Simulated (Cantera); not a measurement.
Input: 1 mol SiHCl3, 0.14 mol C3H8, 100 mol H2, held at 2023.15 K and 37.5 Torr.

These are equilibrium values from Cantera (NASA tables, ideal gas, pure condensed phases), not measurements of a reactor. Candidate condensed phases: C, C6H6, C7H8, C8H18, Si, SiC; 109 gas species. Mutual solubility and eutectic melting of coexisting phases are not modelled. The tables' values for SiCl are old estimates; treat these amounts as uncertain. Gases not in the tables: Si2H6 and higher silanes. Equilibrium is a limit: real reactors are often held back by kinetics, nucleation or transport.

Base state: H2 0.963, HCl 0.0256, H 0.00834, SiCl2 0.00158, Si 0.00114, SiCl 0.000177, Cl 0.000165, SiH 0.000161 (mole fractions); condensed: Si(l) + SiC(s).

Question: What changes in the equilibrium state with this change: SiHCl3 replaced by Si(CH3)4?

Answer: 
```
species             before     after
----------------  --------  --------
H2                   0.963     0.991
H                  0.00834   0.00846
C2H2 (acetylene)   3.07e-6  0.000886
HCl                 0.0256         0
SiCl2              0.00158         0
Si                 0.00114   6.80e-5
SiCl              0.000177         0
Cl                0.000165         0
Si2                1.25e-5   4.45e-8
CH4                1.10e-6   1.96e-5
Si2C               3.44e-5   2.05e-6
Si(l), mol           0.246         0
SiC(s), mol          0.416     0.990
C(graphite), mol         0      3.24
```
